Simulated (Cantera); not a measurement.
What does this Cantera script print?

```python
import numpy as np
import cantera as ct

gas = ct.Solution("gri30.yaml")
gas.TPX = 1225, 36000, {'CO': 0.0017, 'O2': 0.055, 'H2O': 0.00022, 'N2': 1}
reactor = ct.IdealGasConstPressureReactor(gas, energy="off", clone=False)
net = ct.ReactorNet([reactor])
net.rtol, net.atol = 1e-08, 1e-18
show = ['CO', 'O2', 'H2O', 'NO', 'NO2', 'HO2']
times = np.geomspace(1e-05, 100, 12)

steps = ct.SolutionArray(gas, extra=["t"])
rows = []
print(f"{'t/s':>10s}{'T/K':>9s}{'P/Pa':>11s}" + "".join(f"{s:>11s}" for s in show))
for t in times:
    while net.time < t:
        t_next = net.step()
        steps.append(gas.state, t=t_next)
    rows.append([np.interp(t, steps.t, y) for y in (steps.T, steps.P, *steps(*show).X.T)])
    print(f"{t:10.3e}{rows[-1][0]:9.1f}{rows[-1][1]:11.4g}" + "".join(f"{x:11.3e}" for x in rows[-1][2:]))
rate = np.gradient(steps.T, steps.t)
print("integrator steps:", len(steps.t))
if steps.T.max() > steps.T[0] + 200:
    print(f"time of steepest temperature rise: {steps.t[rate.argmax()]:.4e} s")
gas.TPX = 1225, 36000, {'CO': 0.0017, 'O2': 0.055, 'H2O': 0.00022, 'N2': 1}
gas.equilibrate("TP")
print(f"equilibrium (TP): T = {gas.T:.1f} K  " + "  ".join(f"{s} {gas[s].X[0]:.3e}" for s in show))
```

Output:

```
       t/s      T/K       P/Pa         CO         O2        H2O         NO        NO2        HO2
 1.000e-05   1225.0    3.6e+04  1.608e-03  5.204e-02  2.082e-04  1.914e-21  8.045e-30  2.938e-14
 4.329e-05   1225.0    3.6e+04  1.608e-03  5.204e-02  2.082e-04  4.365e-20  6.841e-28  1.271e-13
 1.874e-04   1225.0    3.6e+04  1.608e-03  5.204e-02  2.082e-04  8.998e-19  6.196e-26  5.549e-13
 8.111e-04   1225.0    3.6e+04  1.608e-03  5.204e-02  2.082e-04  1.732e-17  5.580e-24  2.880e-12
 3.511e-03   1225.0    3.6e+04  1.608e-03  5.204e-02  2.082e-04  3.342e-16  6.559e-22  4.865e-11
 1.520e-02   1225.0    3.6e+04  1.608e-03  5.204e-02  2.081e-04  1.063e-14  8.238e-19  3.051e-09
 6.579e-02   1225.0    3.6e+04  1.390e-03  5.187e-02  2.009e-04  1.068e-09  4.243e-12  4.366e-07
 2.848e-01   1225.0    3.6e+04  1.292e-04  5.132e-02  2.047e-04  1.354e-07  8.583e-10  1.963e-07
 1.233e+00   1225.0    3.6e+04  6.738e-06  5.128e-02  2.074e-04  2.052e-07  2.243e-09  2.853e-08
 5.337e+00   1225.0    3.6e+04  2.104e-07  5.127e-02  2.081e-04  2.216e-07  1.860e-09  2.312e-09
 2.310e+01   1225.0    3.6e+04  1.603e-09  5.127e-02  2.082e-04  2.248e-07  1.105e-09  3.394e-10
 1.000e+02   1225.0    3.6e+04  3.703e-10  5.127e-02  2.082e-04  2.251e-07  9.990e-10  2.162e-10
integrator steps: 1511
equilibrium (TP): T = 1225.0 K  CO 3.705e-10  O2 5.121e-02  H2O 2.082e-04  NO 1.283e-04  NO2 5.693e-07  HO2 2.160e-10
```

Computed with Cantera and GRI-Mech 3.0 (53 species, 325 reactions).
